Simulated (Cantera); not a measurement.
An adiabatic, constant-pressure homogeneous reactor starts with H2 : O2 : N2 = 1 : 0.685 : 2.58 (molar parts), equivalence ratio 0.73, at 1275 K and 7.60 atm.

Model: the H2/O2 subset of GRI-Mech 3.0, which has no nitrogen chemistry, integrated in Cantera. The hydrogen kinetics of GRI-Mech 3.0 are dated; newer H2 mechanisms differ, most at raised pressure.

Problem. Predict: time of steepest temperature rise; temperature at 0.700 s; equilibrium temperature; x(H2) at 0.700 s; x(O2) at 0.700 s; x(O) at 0.700 s; x(OH) at 0.700 s; x(HO2) at 0.700 s; x(H2O2) at 0.700 s; x(H) at 0.700 s.

Solution. 
| Quantity | Value |
|---|---|
| time of steepest temperature rise | 6.72 µs |
| temperature at 0.700 s | 2758 K |
| equilibrium temperature | 2758 K |
| x(H2) at 0.700 s | 0.00760 (gas-phase equilibrium 0.00760) |
| x(O2) at 0.700 s | 0.0463 (gas-phase equilibrium 0.0463) |
| x(O) at 0.700 s | 0.00358 (gas-phase equilibrium 0.00358) |
| x(OH) at 0.700 s | 0.0193 (gas-phase equilibrium 0.0193) |
| x(HO2) at 0.700 s | 2.20e-5 (gas-phase equilibrium 2.20e-5) |
| x(H2O2) at 0.700 s | 1.70e-6 (gas-phase equilibrium 1.70e-6) |
| x(H) at 0.700 s | 0.00223 (gas-phase equilibrium 0.00223) |
